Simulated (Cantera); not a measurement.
A Cantera script and what it prints.

```python
import numpy as np
import cantera as ct

gas_names = """
    CL CL2 H HCL H2 N NH NH2 NH3 N2 N2H2 N2H4 Si SiCL SiCL2 SiCL3 SiCL4 SiH SiHCL3 SiH2 SiH2CL2 SiH3
    SiH3CL SiH4 SiN Si2 Si2N Si3
""".split()
cond_names = """
    NH4CL(a) NH4CL(b) Si(cr) Si(L) Si3N4(a)
""".split()


# ... load() reads the species with a 1 bar reference pressure and builds the phases ...
atoms = {
    'Si3H8': {'Si': 3, 'H': 8},
    'Cl2': {'CL': 2},
    'N2': {'N': 2},
}
top_T = {'Si3N4(a)': 2400}  # K; cautious upper limits of use, not melting points


# ... equilibrate(T, P, feed) seeds the gas with the atoms and calls Mixture.equilibrate('TP', solver="vcs", rtol=1e-11, max_steps=5000) ...
results = []
feed = {'Si3H8': 1, 'Cl2': 0.17, 'N2': 5.8}  # mol
T = 1698  # K
P = 10000  # Pa
mix = equilibrate(T, P, feed)
results.append((T, P, feed, dict(zip(mix.species_names, mix.species_moles))))
print(gas.report(threshold=1e-05))
for i in range(1, mix.n_phases):
    print(f"{mix.phase(i).name:16s} {mix.phase_moles(i):12.5e} mol")
```

Output:

```
       temperature   1698 K
          pressure   10000 Pa
           density   0.011278 kg/m^3
  mean mol. weight   15.923 kg/kmol
   phase of matter   gas

                          1 kg             1 kmol
                     ---------------   ---------------
          enthalpy        2.5288e+06        4.0266e+07  J
   internal energy        1.6422e+06        2.6148e+07  J
           entropy             15189        2.4184e+05  J/K
    Gibbs function       -2.3262e+07       -3.7039e+08  J
 heat capacity c_p            2152.5             34274  J/K
 heat capacity c_v            1630.4             25960  J/K

                      mass frac. Y      mole frac. X     chem. pot. / RT
                     ---------------   ---------------   ---------------
                CL        4.5812e-05        2.0577e-05           -26.838
                 H         2.008e-05        0.00031719           -11.003
               HCL          0.091898          0.040135           -37.841
                H2          0.060921           0.48116           -22.006
                N2           0.83947           0.47714           -29.444
             SiCL2         0.0074612         0.0012002           -60.897
             SiCL3        0.00015074        1.7853e-05           -87.735
     [  +21 minor]        3.1153e-05        6.7553e-06

Si(L)             0.00000e+00 mol
Si3N4(a)          9.96745e-01 mol
```

Equilibrium computed with Cantera from the NASA thermochemical tables; the gas is ideal and each condensed phase is pure. The feed counts by its element totals alone. The tables' values for SiCl3 are old estimates; treat these amounts as uncertain.
